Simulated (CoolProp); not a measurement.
Properties of n-nonane along the isotherm 600 K.

Computed with CoolProp (reference Helmholtz-energy equation of state, Lemmon 2006). It is a short technical equation, of lower accuracy than the large ones.

```csv
p (kPa),phase,density (kg/m³),speed of sound (m/s),Joule-Thomson coefficient (K/MPa),conductivity (mW/(m K))
713,gas,20.72,177.2,9.246,42.2
1430,gas,49.76,147.2,12.40,44.2
2140,gas,106.0,101.1,20.91,50.0
2850,supercritical,347.3,134.3,5.194,67.2
3570,supercritical,384.5,197.7,2.284,70.7
4280,supercritical,403.7,239.0,1.472,73.2
4990,supercritical,417.3,271.6,1.067,75.2
5700,supercritical,427.9,299.1,0.8183,76.9
6420,supercritical,436.9,323.5,0.6463,78.5
7130,supercritical,444.5,345.1,0.5222,79.8
7840,supercritical,451.1,364.8,0.4268,81.1
8560,supercritical,457.2,383.2,0.3499,82.3
9270,supercritical,462.6,400.1,0.2881,83.3
9980,supercritical,467.5,416.0,0.2364,84.4
10700,supercritical,472.2,431.2,0.1921,85.3
11400,supercritical,476.4,445.3,0.1550,86.3
```

Thermal conductivity comes from a separate model (Huber 2005).
